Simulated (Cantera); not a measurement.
An adiabatic, constant-volume homogeneous reactor starts with 17.8 % CO, 1.58 % H₂, 0.623 % CH₄, 16.8 % O₂, 63.2 % N₂, at 1723 K and 680000 Pa.

Cantera simulation using GRI-Mech 3.0 (53 species, 325 reactions); the numbers are that mechanism's predictions, not measurements. Above 3000 K some thermodynamic fits are extrapolated.

Predict: time of steepest temperature rise; temperature at 6.00 s; equilibrium temperature; x(CO) at 6.00 s; x(H₂) at 6.00 s; x(O) at 6.00 s; x(NO₂) at 6.00 s.


```json
{
 "time_of_steepest_temperature_rise": "3.50 µs",
 "temperature at 6.00 s": "2982 K",
 "equilibrium_temperature": "2982 K",
 "x(CO) at 6.00 s": "0.0517 (gas-phase equilibrium 0.0517)",
 "x(H₂) at 6.00 s": "0.00112 (gas-phase equilibrium 0.00112)",
 "x(O) at 6.00 s": "0.00857 (gas-phase equilibrium 0.00857)",
 "x(NO₂) at 6.00 s": "2.79e-5 (gas-phase equilibrium 2.79e-5)"
}
```
